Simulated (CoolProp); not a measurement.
A simple Rankine cycle with R113: condensing at 306.15 K, boiler at 1.02 MPa, turbine inlet 428.6 K, turbine efficiency 0.85, pump efficiency 0.7, no recuperator. Each further row changes one setting.

Model: reference Helmholtz-energy equation of state, Marx 1992, in CoolProp.

| case | thermal efficiency (%) | net work (kJ/kg) | heat in (kJ/kg) | turbine exit temperature (K) | volume ratio over the turbine |
|---|---|---|---|---|---|
| as stated | 16.6 | 37.4 | 225 | 362.0 | 17.0 |
| turbine inlet 448.6 K | 16.5 | 39.9 | 242 | 382.0 | 16.6 |
| condensing temperature 298.15 K | 17.8 | 41.4 | 232 | 356.2 | 22.8 |
| boiler pressure 0.714 MPa | 14.9 | 34.2 | 229 | 372.6 | 11.4 |
| turbine efficiency 0.75 | 14.6 | 32.9 | 225 | 368.3 | 17.4 |
